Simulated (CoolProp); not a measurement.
Saturated liquid density (kg/m³) of n-perfluorobutane: the reference equation beside estimates from Tc = 113.2 °C, pc = 2322 kPa, ω = 0.372. Rackett uses Z = 0.29056 − 0.08775 ω.

The numbers come from the reference Helmholtz-energy equation of state, Gao 2022 in CoolProp.

```json
[
 {"T (°C)": "-82.95", "reference": "1875", "Rackett": "2038", "van der Waals": "1133", "Soave-Redlich-Kwong": "1739", "Peng-Robinson": "1954"},
 {"T (°C)": "-74.45", "reference": "1846", "Rackett": "2009", "van der Waals": "1119", "Soave-Redlich-Kwong": "1720", "Peng-Robinson": "1934"},
 {"T (°C)": "-65.85", "reference": "1816", "Rackett": "1980", "van der Waals": "1105", "Soave-Redlich-Kwong": "1700", "Peng-Robinson": "1913"},
 {"T (°C)": "-57.35", "reference": "1787", "Rackett": "1951", "van der Waals": "1090", "Soave-Redlich-Kwong": "1679", "Peng-Robinson": "1890"},
 {"T (°C)": "-48.85", "reference": "1758", "Rackett": "1921", "van der Waals": "1075", "Soave-Redlich-Kwong": "1656", "Peng-Robinson": "1867"},
 {"T (°C)": "-40.35", "reference": "1729", "Rackett": "1890", "van der Waals": "1059", "Soave-Redlich-Kwong": "1633", "Peng-Robinson": "1841"},
 {"T (°C)": "-31.75", "reference": "1699", "Rackett": "1858", "van der Waals": "1042", "Soave-Redlich-Kwong": "1607", "Peng-Robinson": "1814"},
 {"T (°C)": "-23.25", "reference": "1670", "Rackett": "1826", "van der Waals": "1026", "Soave-Redlich-Kwong": "1581", "Peng-Robinson": "1786"},
 {"T (°C)": "-14.75", "reference": "1641", "Rackett": "1792", "van der Waals": "1008", "Soave-Redlich-Kwong": "1553", "Peng-Robinson": "1756"},
 {"T (°C)": "-6.25", "reference": "1611", "Rackett": "1758", "van der Waals": "990.1", "Soave-Redlich-Kwong": "1523", "Peng-Robinson": "1723"},
 {"T (°C)": "2.35", "reference": "1580", "Rackett": "1723", "van der Waals": "970.9", "Soave-Redlich-Kwong": "1492", "Peng-Robinson": "1689"}
]
```

Absolute difference from the reference over all 11 rows, mean and median: Rackett 9.1 and 9.2 %, van der Waals 38.9 and 38.8 %, Soave-Redlich-Kwong 5.9 and 5.6 %, Peng-Robinson 6.1 and 6.5 %.
